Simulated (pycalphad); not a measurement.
# Effect of Si content in Mn-Si

All values are pycalphad results on the COST 507 light-alloy database (1999) (1 atm), not direct measurements. The data set is of 1999 and partly superseded. Amounts are mole fractions of atoms. Diffusion is slow at the low end, where real alloys seldom reach equilibrium.

Task: One of these alloys has its liquidus at 1325 K, its solidus at 1309 K, and holds MN9SI2 0.55, MN3SI 0.45 at 550 K. Which?
A) Mn-11.88Si (wt.%)
B) Mn-46.13Si (wt.%)
C) Mn-26.82Si (wt.%)
D) Mn-72.12Si (wt.%)

Result: A, Mn-11.88Si (wt.%). The others: Mn-26.82Si (wt.%), liquidus 1537, solidus 1513; Mn-46.13Si (wt.%), liquidus 1442, solidus 1423; Mn-72.12Si (wt.%), liquidus 1592, solidus 1417

Database names, with the compositions (at.%) that they take in these runs: MN9SI2: Mn 82 Si 18; MN3SI: Mn 75 Si 25.
